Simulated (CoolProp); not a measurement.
Vapour-liquid equilibrium of n-pentane (1) + the fluoroketone C6F12O (FK-5-1-12) (2) at 227 kPa; x and y are mole fractions of (1).

Model: multi-fluid Helmholtz-energy mixture model, Thol 2019 and McLinden 2015; pair parameters Bell 2016, in CoolProp.

| x | bubble temperature (°C) | y at the bubble point | dew temperature at overall composition x (°C) | liquid density (mol/L) |
|---|---|---|---|---|
| 0.05 | 70.2 | 0.150 | 73.1 | ? |
| 0.15 | 63.0 | 0.371 | 70.2 | ? |
| 0.25 | 58.3 | 0.503 | 67.1 | 5.225 |
| 0.35 | ? | ? | 63.7 | ? |
| 0.45 | 54.3 | 0.620 | 60.2 | 5.778 |
| 0.55 | ? | 0.645 | 56.6 | 6.092 |
| 0.65 | 53.6 | 0.663 | 53.7 | 6.450 |
| 0.75 | 53.7 | 0.685 | 55.0 | 6.861 |
| 0.85 | 54.6 | 0.732 | 57.7 | 7.327 |
| 0.95 | 57.9 | 0.857 | 60.5 | 7.829 |

**Question.** Fill in the missing entries.

**Answer.** 
- 0.05, liquid density (mol/L): 4.690
- 0.15, liquid density (mol/L): 4.960
- 0.35, bubble temperature (°C): 55.6
- 0.35, y at the bubble point: 0.578
- 0.35, liquid density (mol/L): 5.493
- 0.55, bubble temperature (°C): 53.8

y crosses x between x = 0.65 and 0.75: the model has an azeotrope there.

Pair parameters are fitted to limited data, so mixtures are less certain than the pure fluids.
